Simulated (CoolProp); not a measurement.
Vapour pressure (bar) of nitrous oxide: the reference equation beside estimates from Tc = 309.5 K, pc = 72.45 bar, ω = 0.161.

Computed with CoolProp (reference Helmholtz-energy equation of state, Lemmon 2006). It is a short technical equation, of lower accuracy than the large ones.

```
T (K)  reference  van der Waals  Redlich-Kwong
-----  ---------  -------------  -------------
207.5      3.343          11.61          4.351
215.8      4.810          14.23          6.124
224        6.692          17.17          8.339
232.2      9.076          20.49          11.07
240.5      12.08          24.24          14.43
248.7      15.70          28.34          18.38
256.9      20.06          32.86          23.02
265.2      25.31          37.86          28.47
273.4      31.42          43.25          34.65
```

Absolute difference from the reference over all 9 rows, mean and median: van der Waals 117.5 and 100.7 %, Redlich-Kwong 19.8 and 19.5 %.
